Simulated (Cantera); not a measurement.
An adiabatic, constant-pressure homogeneous reactor starts with H₂ : O₂ : N₂ = 1 : 1.67 : 6.27 (molar parts), equivalence ratio 0.30, at 1573 K and 101000 Pa. Integrator tolerance rtol = 1e-08.

Computed with Cantera and the H2/O2 subset of GRI-Mech 3.0, which has no nitrogen chemistry.

What does this change do: initial temperature 1573 to 1600 K?


```csv
quantity,before,after
time of steepest temperature rise,13.2 µs,12.3 µs
temperature at 2.00 s,2306 K,2327 K
equilibrium temperature,2306 K,2327 K
x(H₂) at 2.00 s,0.000661 (gas-phase equilibrium 0.000661),0.000742 (gas-phase equilibrium 0.000742)
x(O₂) at 2.00 s,0.136 (gas-phase equilibrium 0.136),0.136 (gas-phase equilibrium 0.136)
x(H₂O₂) at 2.00 s,1.89e-7 (gas-phase equilibrium 1.89e-7),1.99e-7 (gas-phase equilibrium 1.99e-7)
x(O) at 2.00 s,0.00189 (gas-phase equilibrium 0.00189),0.00213 (gas-phase equilibrium 0.00213)
x(HO₂) at 2.00 s,6.38e-6 (gas-phase equilibrium 6.38e-6),6.78e-6 (gas-phase equilibrium 6.78e-6)
x(OH) at 2.00 s,0.00715 (gas-phase equilibrium 0.00715),0.00770 (gas-phase equilibrium 0.00770)
```

What does this change do: pressure from 101000 Pa to 120000 Pa?


```tsv
quantity	before	after
time of steepest temperature rise	13.2 µs	11.1 µs
temperature at 2.00 s	2306 K	2308 K
equilibrium temperature	2306 K	2308 K
x(H₂) at 2.00 s	0.000661 (gas-phase equilibrium 0.000661)	0.000616 (gas-phase equilibrium 0.000616)
x(O₂) at 2.00 s	0.136 (gas-phase equilibrium 0.136)	0.136 (gas-phase equilibrium 0.136)
x(H₂O₂) at 2.00 s	1.89e-7 (gas-phase equilibrium 1.89e-7)	2.08e-7 (gas-phase equilibrium 2.08e-7)
x(O) at 2.00 s	0.00189 (gas-phase equilibrium 0.00189)	0.00176 (gas-phase equilibrium 0.00176)
x(HO₂) at 2.00 s	6.38e-6 (gas-phase equilibrium 6.38e-6)	6.72e-6 (gas-phase equilibrium 6.72e-6)
x(OH) at 2.00 s	0.00715 (gas-phase equilibrium 0.00715)	0.00692 (gas-phase equilibrium 0.00692)
```
